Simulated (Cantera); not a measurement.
A Cantera script and its output.

```python
import numpy as np
import cantera as ct

gas = ct.Solution("gri30.yaml")
gas.TPX = 1350, 85000, {'CO': 0.0065, 'O2': 0.031, 'H2O': 0.02, 'N2': 1}
inlet = ct.Reservoir(gas, clone=True)

reactor = ct.IdealGasConstPressureReactor(gas, energy="off", clone=False)
exhaust = ct.Reservoir(gas, clone=True)
tau = [20, 6.9, 2.3, 0.79, 0.27, 0.091, 0.031, 0.01, 0.0035, 0.0012, 0.00041][0]
for a, b in ((inlet, reactor), (reactor, exhaust)):
    ct.MassFlowController(a, b, mdot=lambda t: reactor.mass / tau)
net = ct.ReactorNet([reactor])
show = ['CO', 'O2', 'H2O', 'OH', 'NO']

rows = []
print(f"{'tau/s':>10s}{'T/K':>9s}" + "".join(f"{s:>11s}" for s in show))
for tau in [20, 6.9, 2.3, 0.79, 0.27, 0.091, 0.031, 0.01, 0.0035, 0.0012, 0.00041]:
    net.initial_time = 0.0
    net.advance(30 * tau)
    before = gas.X
    net.advance(40 * tau)
    drift = np.max(np.abs(gas.X - before) / (gas.X + 1e-9))
    rows.append([gas.T, *gas[show].X, drift])
    print(f"{tau:10.3e}{gas.T:9.1f}" + "".join(f"{x:11.3e}" for x in gas[show].X))
```

It prints:

```
     tau/s      T/K         CO         O2        H2O         OH         NO
 2.000e+01   1350.0  6.947e-06  2.632e-02  1.896e-02  1.879e-05  3.464e-07
 6.900e+00   1350.0  1.435e-05  2.632e-02  1.896e-02  2.629e-05  4.130e-07
 2.300e+00   1350.0  3.020e-05  2.633e-02  1.895e-02  3.732e-05  4.588e-07
 7.900e-01   1350.0  6.208e-05  2.634e-02  1.894e-02  5.251e-05  4.386e-07
 2.700e-01   1350.0  1.275e-04  2.636e-02  1.892e-02  7.390e-05  3.521e-07
 9.100e-02   1350.0  2.623e-04  2.641e-02  1.890e-02  1.040e-04  2.480e-07
 3.100e-02   1350.0  5.280e-04  2.652e-02  1.886e-02  1.443e-04  1.707e-07
 1.000e-02   1350.0  1.069e-03  2.675e-02  1.879e-02  1.986e-04  1.258e-07
 3.500e-03   1350.0  1.959e-03  2.714e-02  1.869e-02  2.534e-04  1.006e-07
 1.200e-03   1350.0  3.334e-03  2.778e-02  1.861e-02  2.886e-04  6.128e-08
 4.100e-04   1350.0  4.940e-03  2.858e-02  1.866e-02  2.424e-04  1.292e-08
```

Detailed kinetics in Cantera: GRI-Mech 3.0 (53 species, 325 reactions).
